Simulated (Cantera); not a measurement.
Feed: 1 mol SiF4, 0.1 mol NH3, 25 mol N2, equilibrated at 1725 K and 6.75 Torr.

Equilibrium computed with Cantera from the NASA thermochemical tables; the gas is ideal and each condensed phase is pure. Candidate condensed phases: Si, Si3N4; 37 gas species. The tables' values for SiF3, SiF2 are old estimates; treat these amounts as uncertain. Kinetics and transport are ignored.

Base state: N2 0.952, SiF4 0.0305, HF 0.00813, SiF3 0.00687, H2 0.00159, SiF2 0.000624, H 7.81e-5, SiHF3 1.19e-5 (mole fractions); condensed: gas only.

Q: What changes in the equilibrium state with this change: SiF4 replaced by SiH2Cl2?

A: 
```tsv
species	before	after
N2	0.952	0.920
H2	0.00159	0.0311
SiCl2	0	0.0252
SiF4	0.0305	0
HCl	0	0.0226
HF	0.00813	0
SiF3	0.00687	0
SiF2	0.000624	0
SiCl3	0	0.000219
Si3N4(s), mol	0	0.103
```
The tables' values for SiCl3, SiCl are old estimates; treat these amounts as uncertain. Further candidate phases: NH4Cl.

Q: What changes in the equilibrium state with this change: pressure from 6.75 Torr to 39.8 Torr?

A: 
| species | before | after |
|---|---|---|
| N2 | 0.952 | 0.953 |
| SiF4 | 0.0305 | 0.0324 |
| HF | 0.00813 | 0.00600 |
| SiF3 | 0.00687 | 0.00528 |
| SiHF3 | 1.19e-5 | 2.88e-5 |
| H | 7.81e-5 | 4.17e-5 |
| SiF2 | 0.000624 | 0.000347 |

Q: What changes in the equilibrium state with this change: SiF4 replaced by trisilylamine?

A: 
```
species         before     after
-------------  -------  --------
N2               0.952     0.835
H2             0.00159     0.164
H              7.81e-5  0.000794
SiF4            0.0305         0
Si             9.25e-9   5.35e-5
HF             0.00813         0
SiF3           0.00687         0
Si3N4(s), mol        0     0.999
```
The feed counts by its element totals alone.
